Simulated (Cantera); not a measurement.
## NO annealing gas

A perfectly stirred reactor is fed with NO : N2 = 1 : 1.5 (molar parts), at 0.0263 atm; it is held at 1900 K, and followed from long to short residence time.

Detailed kinetics in Cantera: GRI-Mech 3.0 (53 species, 325 reactions). Radical loss at walls, strong at low pressure, is not modelled.

| τ (s) | x NO | x N2O | x N2 | x O2 | x O | x NO2 |
|---|---|---|---|---|---|---|
| 11 | 0.304 | 3.06e-5 | 0.648 | 0.0477 | 0.000439 | 4.77e-5 |
| 3.6 | 0.368 | 4.87e-5 | 0.616 | 0.0157 | 0.000292 | 3.42e-5 |
| 1.2 | 0.390 | 5.65e-5 | 0.605 | 0.00477 | 0.000215 | 2.34e-5 |
| 0.42 | 0.397 | 5.75e-5 | 0.602 | 0.00150 | 0.000178 | 1.83e-5 |
| 0.15 | 0.399 | 5.33e-5 | 0.600 | 0.000437 | 0.000147 | 1.51e-5 |
| 0.050 | 0.400 | 4.18e-5 | 0.600 | 8.53e-5 | 9.83e-5 | 1.06e-5 |
| 0.017 | 0.400 | 2.49e-5 | 0.600 | 9.73e-6 | 4.33e-5 | 4.63e-6 |
| 0.0058 | 0.400 | 1.12e-5 | 0.600 | 8.78e-7 | 1.42e-5 | 1.13e-6 |
| 0.0020 | 0.400 | 4.33e-6 | 0.600 | 9.30e-8 | 4.70e-6 | 1.98e-7 |
| 0.00068 | 0.400 | 1.53e-6 | 0.600 | 1.04e-8 | 1.58e-6 | 2.74e-8 |
x: mole fraction; the columns are a selection and need not sum to one.
